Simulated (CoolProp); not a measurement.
A closed Brayton cycle with nitrogen: compressor inlet 305.15 K and 5 MPa, high pressure 9.52 MPa, turbine inlet 685 K, compressor efficiency 0.8, turbine efficiency 0.9, recuperator effectiveness 0.8 (on enthalpy, no pinch check). Each further row changes one setting.

Model: reference Helmholtz-energy equation of state, Span 2000, in CoolProp.

```json
[
 {"case": "as stated", "thermal efficiency (%)": "18.9", "net work (kJ/kg)": "30.1", "compressor to turbine work": "0.73", "compressor exit (K)": "382.9", "turbine exit (K)": "584.7"},
 {"case": "turbine inlet 635 K", "thermal efficiency (%)": "[?]", "net work (kJ/kg)": "21.9", "compressor to turbine work": "[?]", "compressor exit (K)": "382.9", "turbine exit (K)": "541.1"},
 {"case": "compressor inlet 315.15 K", "thermal efficiency (%)": "[?]", "net work (kJ/kg)": "[?]", "compressor to turbine work": "0.76", "compressor exit (K)": "395.4", "turbine exit (K)": "584.7"},
 {"case": "high pressure 8.09 MPa", "thermal efficiency (%)": "18.2", "net work (kJ/kg)": "25.8", "compressor to turbine work": "0.70", "compressor exit (K)": "361.8", "turbine exit (K)": "[?]"},
 {"case": "recuperator effectiveness 0.5", "thermal efficiency (%)": "13.4", "net work (kJ/kg)": "30.1", "compressor to turbine work": "0.73", "compressor exit (K)": "382.9", "turbine exit (K)": "584.7"}
]
```

Fill in the missing entries.


- turbine inlet 635 K, thermal efficiency (%): 15.5
- turbine inlet 635 K, compressor to turbine work: 0.79
- compressor inlet 315.15 K, thermal efficiency (%): 17.4
- compressor inlet 315.15 K, net work (kJ/kg): 27.2
- high pressure 8.09 MPa, turbine exit (K): 608.6
